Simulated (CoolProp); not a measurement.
c-C4F8 (RC318) along the isotherm 120.35 °C: density (kg/m³) from the reference equation and from simpler models built on Tc = 115.2 °C, pc = 2.778 MPa, ω = 0.355; each cubic takes its own stable root.

The numbers come from the reference Helmholtz-energy equation of state, Platzer 1990 in CoolProp. This equation is an older, rougher fit; its heat capacities, sound speeds and derivatives of the liquid may be far off and weren't checked against measurements.

| p (MPa) | phase | reference | van der Waals | Redlich-Kwong |
|---|---|---|---|---|
| 1.39 | gas | 103.9 | 102.0 | 104.4 |
| 2.78 | supercritical | 341.0 | ___ | ___ |
| 4.17 | supercritical | ___ | 719.8 | 852.4 |
| 5.56 | supercritical | 1068 | 787.6 | 955.5 |
| 6.94 | supercritical | ___ | 830.3 | ___ |
| 8.33 | supercritical | 1155 | ___ | 1071 |
| 9.72 | supercritical | 1185 | ___ | 1111 |
| 11.1 | supercritical | 1209 | 909.4 | 1145 |
| 12.5 | supercritical | 1231 | ___ | 1175 |
| 13.9 | supercritical | 1250 | 944.3 | 1201 |

Problem. Fill in the missing entries.

Solution. 
- 2.78, van der Waals: 325.9
- 2.78, Redlich-Kwong: 341.2
- 4.17, reference: 981.7
- 6.94, reference: 1118
- 6.94, Redlich-Kwong: 1021
- 8.33, van der Waals: 862.4
- 9.72, van der Waals: 888.1
- 12.5, van der Waals: 928.0
